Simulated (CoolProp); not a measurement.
The fluid at 293.15 K and 0.931 MPa is throttled through a valve to 0.578 MPa with no heat exchange. The same conditions are run with several fluids, on thermodynamics alone (safety and materials aside).

Computed with CoolProp (reference Helmholtz-energy equation of state of each fluid (carbonyl sulfide: Lemmon 2006; CF4 (R14): Platzer 1990; R13: Platzer 1990; hydrogen sulfide: Lemmon 2006; hydrogen chloride: Thol 2018)). The equations of Platzer and Polt are older, rougher fits.

| fluid | temperature change (K) | final density (kg/m³) |
|---|---|---|
| carbonyl sulfide | [?] | [?] |
| CF4 (R14) | -2.0 | [?] |
| R13 | -4.5 | 26.8 |
| hydrogen sulfide | -6.6 | 8.72 |
| hydrogen chloride | [?] | 9.18 |

**Question.** Complete the blanks.

**Answer.** 
- carbonyl sulfide, temperature change (K): -8.3
- carbonyl sulfide, final density (kg/m³): 15.9
- CF4 (R14), final density (kg/m³): 21.5
- hydrogen chloride, temperature change (K): -5.8
